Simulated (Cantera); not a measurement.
An isothermal, constant-pressure homogeneous reactor starts with H₂ : O₂ : H₂O = 0.11 : 1 : 0.091 (molar parts), equivalence ratio 0.055, at 1075 K and 21.0 Torr.

Detailed kinetics in Cantera: GRI-Mech 3.0 (53 species, 325 reactions). Radical loss at walls, strong at low pressure, is not modelled. The temperature is held fixed by assumption; the heat of reaction is taken as removed at once.

x: mole fraction; the columns are a selection and need not sum to one.

| t (s) | x H₂ | x O₂ | x H | x OH | x H₂O | x H₂O₂ |
|---|---|---|---|---|---|---|
| 0.000100 | 0.0916 | 0.833 | 1.04e-9 | 4.68e-10 | 0.0758 | <1e-12 |
| 0.000289 | 0.0916 | 0.833 | 1.22e-8 | ___ | 0.0758 | 2.23e-12 |
| 0.000833 | 0.0916 | 0.833 | 8.46e-6 | ___ | 0.0758 | 1.99e-10 |
| 0.00240 | 0.00518 | 0.796 | 0.0180 | ___ | 0.154 | 8.35e-7 |
| 0.00693 | 0.000803 | 0.820 | 0.00120 | ___ | 0.172 | 7.84e-7 |
| 0.0200 | 8.46e-5 | 0.824 | 3.77e-5 | ___ | 0.175 | 4.76e-7 |
| 0.0577 | 9.52e-6 | 0.824 | 1.67e-6 | ___ | 0.175 | 1.98e-7 |
| 0.167 | 1.44e-6 | 0.825 | 1.27e-7 | ___ | 0.175 | 7.45e-8 |
| 0.480 | 3.00e-7 | 0.825 | 1.44e-8 | ___ | 0.175 | 2.78e-8 |
| 1.39 | 7.73e-8 | 0.825 | 2.09e-9 | ___ | 0.175 | 1.03e-8 |
| 4.00 | 2.26e-8 | 0.825 | 3.49e-10 | ___ | 0.175 | 3.78e-9 |

### Question
What belongs in the gaps?

### Answer

- 0.000289, x OH: 6.48e-9
- 0.000833, x OH: 4.57e-6
- 0.00240, x OH: 0.00456
- 0.00693, x OH: 0.00167
- 0.0200, x OH: 0.000510
- 0.0577, x OH: 0.000182
- 0.167, x OH: 7.73e-5
- 0.480, x OH: 3.75e-5
- 1.39, x OH: 1.97e-5
- 4.00, x OH: 1.08e-5
